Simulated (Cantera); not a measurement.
# Adiabatic ignition

An adiabatic, constant-volume homogeneous reactor starts with H2 : O2 : N2 = 1 : 0.746 : 1.87 (molar parts), at 1375 K and 760 Torr.

Cantera simulation using the H2/O2 subset of GRI-Mech 3.0, which has no nitrogen chemistry; the numbers are that mechanism's predictions, not measurements.

```csv
t (s),T (K),P (bar),x H2,x O2,x H2O,x H2O2,x H,x O,x HO2
3.00e-6,1375,1.01,0.277,0.206,8.33e-7,2.20e-9,8.41e-7,1.62e-7,2.57e-7
6.29e-6,1375,1.01,0.277,0.206,2.35e-5,1.60e-8,1.90e-5,3.73e-6,1.66e-6
1.32e-5,1398,1.03,0.255,0.197,0.0154,1.21e-6,0.0115,0.00232,7.01e-5
2.77e-5,2542,1.75,0.0379,0.0739,0.216,5.90e-7,0.0383,0.0315,2.11e-5
5.80e-5,2957,1.97,0.0268,0.0706,0.245,1.45e-6,0.0170,0.0194,3.19e-5
0.000122,2966,1.98,0.0265,0.0705,0.246,1.51e-6,0.0166,0.0191,3.26e-5
0.000255,2966,1.98,0.0265,0.0705,0.246,1.51e-6,0.0166,0.0191,3.26e-5
0.000535,2966,1.98,0.0265,0.0705,0.246,1.51e-6,0.0166,0.0191,3.26e-5
0.00112,2966,1.98,0.0265,0.0705,0.246,1.51e-6,0.0166,0.0191,3.26e-5
0.00235,2966,1.98,0.0265,0.0705,0.246,1.51e-6,0.0166,0.0191,3.26e-5
0.00493,2966,1.98,0.0265,0.0705,0.246,1.51e-6,0.0166,0.0191,3.26e-5
0.0103,2966,1.98,0.0265,0.0705,0.246,1.51e-6,0.0166,0.0191,3.26e-5
0.0217,2966,1.98,0.0265,0.0705,0.246,1.51e-6,0.0166,0.0191,3.26e-5
0.0455,2966,1.98,0.0265,0.0705,0.246,1.51e-6,0.0166,0.0191,3.26e-5
0.0954,2966,1.98,0.0265,0.0705,0.246,1.51e-6,0.0166,0.0191,3.26e-5
0.200,2966,1.98,0.0265,0.0705,0.246,1.51e-6,0.0166,0.0191,3.26e-5
```
x: mole fraction; the columns are a selection and need not sum to one.

```yaml
time_of_steepest_temperature_rise: 15.9 µs
temperature at 0.200 s: 2966 K
equilibrium_temperature: 2966 K
x(H2) at 0.200 s: 0.0265 (gas-phase equilibrium 0.0265)
x(O2) at 0.200 s: 0.0705 (gas-phase equilibrium 0.0705)
x(H2O) at 0.200 s: 0.246 (gas-phase equilibrium 0.246)
```
